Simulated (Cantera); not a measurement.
**Diamond growth**

A diamond (100) surface in a fixed gas of H2 with x(CH4) = 0.0043, x(CH3) = 0.00014, at 1125 K, 8.25 Torr; coverages are run to steady state.

Computed with Cantera and the Harris–Goodwin 1993 mechanism for the reconstructed diamond (100) surface.

| x(H) | growth (µm/h) | θ c6HH | θ c6H* | θ c6*H | θ c6** | θ c6HM |
|---|---|---|---|---|---|---|
| 0.0001 | 0.0198 | 0.601 | 0.0243 | 0.364 | 0.00509 | 0.00193 |
| 0.00025 | 0.0462 | 0.542 | 0.0277 | 0.415 | 0.0100 | 0.00242 |
| 0.00062 | 0.0911 | 0.512 | 0.0293 | 0.438 | 0.0149 | 0.00275 |
| 0.0015 | 0.169 | 0.499 | 0.0299 | 0.448 | 0.0182 | 0.00282 |
| 0.0038 | 0.323 | 0.493 | 0.0302 | 0.452 | 0.0200 | 0.00256 |
| 0.0095 | 0.570 | 0.491 | 0.0304 | 0.454 | 0.0208 | 0.00198 |
| 0.024 | 0.864 | 0.491 | 0.0305 | 0.456 | 0.0212 | 0.00124 |
| 0.059 | 1.09 | 0.491 | 0.0306 | 0.456 | 0.0214 | 0.000647 |
| 0.15 | 1.23 | 0.491 | 0.0309 | 0.456 | 0.0215 | 0.000289 |
θ: site fractions in the mechanism's names (c6HH fully hydrogenated, c6H* and c6*H radical sites, c6** diradical, c6HM methylated).
